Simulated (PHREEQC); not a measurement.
**Acid mine or pickling water: speciation**

A made-up water analysis in mmol/kgw, 25 °C, pH 3.78, pe 8.7:

```tsv
constituent	mmol/kgw
Na	17.6
K	0.283
Ca	6.34
Mg	0.778
Cl	4.32
S(6)	14.5
O(0) (counted as O atoms)	0.51
Ni	0.00915
```

Cl is adjusted to close the charge balance.
Valence states are taken as typed.

The numbers come from PHREEQC with the ion-association model, wateq4f.dat.

```yaml
ionic_strength: 0.0428 mol/kgw
total_alkalinity: -0.302 meq/kg
```

```csv
species,molality,activity,log γ
Na+,0.0171,0.0143,-0.080
SO4-2,0.0114,0.00549,-0.317
Ca+2,0.00413,0.00203,-0.308
Cl-,0.00344,0.00283,-0.085
CaSO4,0.00221,0.00223,0.004
Mg+2,0.000474,0.000238,-0.299
NaSO4-,0.000469,0.000393,-0.077
MgSO4,0.000304,0.000307,0.004
```

This is a speciation only: nothing precipitates in the calculation.
